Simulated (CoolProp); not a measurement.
The fluid at 278.13 K and 12 MPa is throttled through a valve to 3.44 MPa with no heat exchange. The same conditions are run with several fluids, on thermodynamics alone (safety and materials aside).

Computed with CoolProp (reference Helmholtz-energy equation of state of each fluid (o-xylene: Zhou 2012; R115: Lemmon 2016; sulfur hexafluoride: Guder 2009; n-nonane: Lemmon 2006; R13: Platzer 1990)). The equations of Platzer and Polt are older, rougher fits.

```
fluid                temperature change (K)  final density (kg/m³)
-------------------  ----------------------  ---------------------
o-xylene                               +4.2                    891
R115                                   +1.8                   1390
sulfur hexafluoride                    -0.1                   1560
n-nonane                               +3.9                    729
R13                                    -2.1                   1130
```
